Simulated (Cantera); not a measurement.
Silicon etching in halogen gases: Si + F₂

Input: 1 mol Si, 3.6 mol F₂, at 7.50 Torr.

Cantera equilibrium calculation (NASA polynomials, part measured and part estimated; ideal gas, pure solids and liquids). Candidate condensed phases: Si; 9 gas species. The numbers say what is thermodynamically allowed, not how fast it happens.

From 823 K to 1148 K nothing is condensed. The main Si-bearing gas is SiF₄ throughout.

| T (K) | x F | x F₂ | x SiF₄ |
|---|---|---|---|
| 823 | 0.0866 | 0.545 | 0.368 |
| 848 | 0.120 | 0.518 | 0.362 |
| 873 | 0.162 | 0.484 | 0.353 |
| 898 | 0.212 | 0.444 | 0.344 |
| 923 | 0.271 | 0.397 | 0.333 |
| 948 | 0.335 | 0.345 | 0.320 |
| 973 | 0.402 | 0.291 | 0.307 |
| 998 | 0.468 | 0.237 | 0.295 |
| 1023 | 0.530 | 0.187 | 0.283 |
| 1048 | 0.585 | 0.143 | 0.272 |
| 1073 | 0.630 | 0.107 | 0.264 |
| 1098 | 0.665 | 0.0781 | 0.257 |
| 1123 | 0.692 | 0.0565 | 0.252 |
| 1148 | 0.712 | 0.0406 | 0.248 |
x: gas mole fraction; nothing condenses.
